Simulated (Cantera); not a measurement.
Charge: 1 mol HCl, 3.3 mol O₂, 0.22 mol N₂, at 748.15 K and 9900000 Pa.

These are equilibrium values from Cantera (NASA tables, ideal gas, pure condensed phases), not measurements of a reactor. Candidate condensed phases: H₂O, NH₄Cl; 29 gas species. The ideal-gas law is rough above about 30 bar. Rates play no part.

Base state: O₂ 0.716, Cl₂ 0.107, H₂O 0.107, N₂ 0.0513, HCl 0.0193, HOCl 1.37e-5 (mole fractions); condensed: gas only.

**Question.** What changes in the equilibrium state with this change: temperature from 748.15 K to 1748 K?

**Answer.** 
```tsv
species	before	after
O₂	0.716	0.720
HCl	0.0193	0.129
N₂	0.0513	0.0489
Cl₂	0.107	0.0455
H₂O	0.107	0.0484
OH	<1e-9	0.000150
Cl	8.49e-8	0.00526
ClO	1.09e-7	0.000831
NO	3.64e-7	0.00160
HOCl	1.37e-5	0.000413
```
